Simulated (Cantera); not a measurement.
A closed system holds: 1 mol n-butane, 0.072 mol NH₃, equilibrated at 725 °C and 1.70 bar.

Method: chemical equilibrium by Gibbs-energy minimisation in Cantera with the NASA 1993 tables (ideal gas, pure condensed phases). Candidate condensed phases: C, C₆H₆, C₇H₈, C₈H₁₈; 92 gas species. Rates play no part.

Base state: H₂ 0.867, CH₄ 0.125, N₂ 0.00783, NH₃ 7.17e-5 (mole fractions); condensed: C(graphite).

Problem. What changes in the equilibrium state with this change: NH₃ from 0.072 to 0.01 mol?

Solution. 
```json
[
 {"species": "H₂", "before": "0.867", "after": "0.873"},
 {"species": "CH₄", "before": "0.125", "after": "0.126"},
 {"species": "N₂", "before": "0.00783", "after": "0.00111"},
 {"species": "NH₃", "before": "7.17e-5", "after": "2.72e-5"},
 {"species": "C(graphite), mol", "before": "3.43", "after": "3.44"}
]
```
